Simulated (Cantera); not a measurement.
Input: 1 mol PbO, 1 mol C, 1.9 mol H₂, 0.62 mol CH₄, equilibrated at 2302 °C and 0.000280 bar.

These are equilibrium values from Cantera (NASA tables, ideal gas, pure condensed phases), not measurements of a reactor. Candidate condensed phases: C, C₆H₆, C₇H₈, C₈H₁₈, H₂O, Pb, PbO, PbO₂, Pb₃O₄; 113 gas species. The numbers say what is thermodynamically allowed, not how fast it happens.

Base state: H 0.634, CO 0.131, Pb 0.131, H₂ 0.0937, C₃ 0.00551, C 0.00162, C₂H₂ (acetylene) 0.00138, C₂H 0.000781 (mole fractions); condensed: C(graphite).

Q: What changes in the equilibrium state with this change: 1.2 mol H₂O added?

A: 
| species | before | after |
|---|---|---|
| H | 0.634 | 0.615 |
| CO | 0.131 | 0.150 |
| Pb | 0.131 | 0.0933 |
| O | <1e-9 | 0.0373 |
| H₂ | 0.0937 | 0.0883 |
| OH | <1e-9 | 0.00825 |
| C₃ | 0.00551 | <1e-9 |
| C(graphite), mol | 0.440 | 0 |
